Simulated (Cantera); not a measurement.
Mixture: 3.78 % CH4, 0.147 % C2H6, 20.2 % O2, 75.9 % N2, equivalence ratio 0.40, at 0.395 atm, adiabatic and at constant volume. Ignition delay is the time to a rise of 400 K.

Cantera simulation using GRI-Mech 3.0 (53 species, 325 reactions); the numbers are that mechanism's predictions, not measurements.

### Question
Predict: delay at 1025 K; delay at 1125 K; delay at 1225 K; delay at 1325 K; delay at 1425 K; delay at 1525 K; delay at 1625 K; apparent activation energy between 1425 and 1625 K.

### Answer
```json
{
 "delay at 1025 K": "0.273 s",
 "delay at 1125 K": "59.5 ms",
 "delay at 1225 K": "14.5 ms",
 "delay at 1325 K": "4.05 ms",
 "delay at 1425 K": "1.34 ms",
 "delay at 1525 K": "0.545 ms",
 "delay at 1625 K": "0.265 ms",
 "apparent activation energy between 1425 and 1625 K": "160 kJ/mol"
}
```
